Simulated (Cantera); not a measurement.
Charge: 1 mol Si, 1.2 mol HCl, 1.9 mol H₂, equilibrated at 1700 K and 1.60 bar.

Equilibrium computed with Cantera from the NASA thermochemical tables; the gas is ideal and each condensed phase is pure. Candidate condensed phases: Si; 19 gas species. The tables' values for SiCl₃, SiCl are old estimates; treat these amounts as uncertain. Gases not in the tables: Si₂H₆ and higher silanes. The numbers say what is thermodynamically allowed, not how fast it happens.

Base state: H₂ 0.749, HCl 0.137, SiCl₂ 0.0896, SiCl₃ 0.0144, SiHCl₃ 0.00484, SiCl₄ 0.00457, SiH₂Cl₂ 0.000894, H 0.000101 (mole fractions); condensed: Si(l).

### Question
What changes in the equilibrium state with this change: HCl from 1.2 to 1.6 mol?

### Answer
```csv
species,before,after
H₂,0.749,0.712
HCl,0.137,0.147
SiCl₂,0.0896,0.108
SiCl₃,0.0144,0.0191
SiCl₄,0.00457,0.00666
SiHCl₃,0.00484,0.00626
SiH₂Cl₂,0.000894,0.00103
SiCl,1.38e-5,1.51e-5
Cl,1.43e-5,1.57e-5
"Si(l), mol",0.652,0.517
```

### Question
What changes in the equilibrium state with this change: H₂ from 1.9 to 5.1 mol?

### Answer
```
species       before     after
----------  --------  --------
H₂             0.749     0.860
HCl            0.137    0.0953
SiCl₂         0.0896    0.0378
SiCl₃         0.0144   0.00396
SiCl₄        0.00457  0.000816
SiHCl₃       0.00484   0.00142
SiH₂Cl₂     0.000894  0.000434
SiCl         1.38e-5   8.94e-6
Cl           1.43e-5   9.31e-6
Si(l), mol     0.652     0.721
```
The tables' values for SiCl₃ are old estimates; treat these amounts as uncertain.
